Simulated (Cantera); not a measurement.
Low-pressure radical oxidation in H2/O2

An isothermal, constant-pressure homogeneous reactor starts with 18.7 % H2, 81.3 % O2, equivalence ratio 0.12, at 1400 K and 7.43 Torr.

Cantera simulation using the H2/O2 subset of GRI-Mech 3.0, which has no nitrogen chemistry; the numbers are that mechanism's predictions, not measurements. Radical loss at walls, strong at low pressure, is not modelled. The temperature is held fixed by assumption; the heat of reaction is taken as removed at once.

```
t (s)         x H2   x O2    x HO2       x O    x H2O2     x H2O      x H
--------  --------  -----  -------  --------  --------  --------  -------
3.00e-6      0.187  0.813  7.92e-9  3.52e-10    <1e-12  1.99e-11  7.59e-9
8.68e-6      0.187  0.813  2.29e-8   2.71e-9  5.09e-12  4.42e-10  2.07e-8
2.51e-5      0.187  0.813  6.63e-8   1.90e-8  4.25e-11   8.81e-9  5.61e-8
7.27e-5      0.187  0.813  1.92e-7   1.39e-7  3.51e-10   1.64e-7  2.18e-7
0.000211     0.187  0.813  5.55e-7   2.95e-6   2.83e-9   6.21e-6  3.82e-6
0.000609     0.166  0.800  1.92e-6   0.00644   2.78e-8    0.0145  0.00805
0.00176    0.00888  0.691  3.84e-6    0.0880   1.42e-7     0.145   0.0512
0.00510    0.00841  0.698  3.90e-6    0.0816   1.46e-7     0.149   0.0459
0.0148     0.00707  0.718  4.02e-6    0.0653   1.52e-7     0.162   0.0332
0.0428     0.00404  0.753  3.89e-6    0.0345   1.48e-7     0.183   0.0129
0.124     0.000996  0.783  2.42e-6   0.00811   9.44e-8     0.200  0.00148
0.358     0.000137  0.792  6.84e-7   0.00110   3.63e-8     0.205  7.38e-5
1.04       2.09e-5  0.793  1.64e-7  0.000168   1.22e-8     0.206  4.41e-6
3.00       4.34e-6  0.794  8.61e-8   3.49e-5   4.40e-9     0.206  4.19e-7
```
x: mole fraction; the columns are a selection and need not sum to one.

Equilibrium at this temperature and pressure: H2 1.06e-6, O2 0.794, HO2 1.11e-7, O 8.53e-6, H2O2 2.04e-9, H2O 0.206, H 5.06e-8 (gas phase only).
